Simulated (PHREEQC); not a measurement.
# Brine: an equilibrium model

Dissolve 3.8 mol/kgw KCl, 0.52 mol/kgw CaCl2 and 0.00021 mol/kgw H4SiO4 at 25 °C. Closed to the air; pH follows from the charge balance.

Computed with PHREEQC (Pitzer model, pitzer.dat).

Each row changes one thing in this solution. Precipitation was switched off in this run.

```
case                               pH  H3SiO4- (mol/kgw)  SI of Sylvite (KCl)  SI of SiO2(a) (SiO2)
-------------------------------  ----  -----------------  -------------------  --------------------
as made                          6.20            2.46e-7                -0.08                 -0.79
temperature from 25 to 55 °C     5.98            3.79e-7                -0.31                 -1.02
CaCl2 left out                   6.40            2.36e-7                -0.22                 -0.90
CaCl2 from 0.52 to 0.26 mol/kgw  6.30            2.43e-7                  [?]                 -0.84
CaCl2 from 0.52 to 1.04 mol/kgw  6.00            2.48e-7                +0.05                 -0.67
temperature from 25 to 40 °C     6.08            3.15e-7                -0.20                 -0.91
temperature from 25 to 80 °C      [?]            4.68e-7                -0.45                 -1.17
diluted 2-fold with water         [?]            1.86e-7                -0.72                 -1.18
```

Problem. Complete the blanks.

Solution. 
- CaCl2 from 0.52 to 0.26 mol/kgw, SI of Sylvite (KCl): -0.15
- temperature from 25 to 80 °C, pH: 5.82
- diluted 2-fold with water, pH: 6.51

Species that the database lacks are ignored. In brines, pH and single-ion activities rest on the MacInnes convention. At this temperature some constants are extrapolated from 25 °C, and those without enthalpy data are left unchanged.
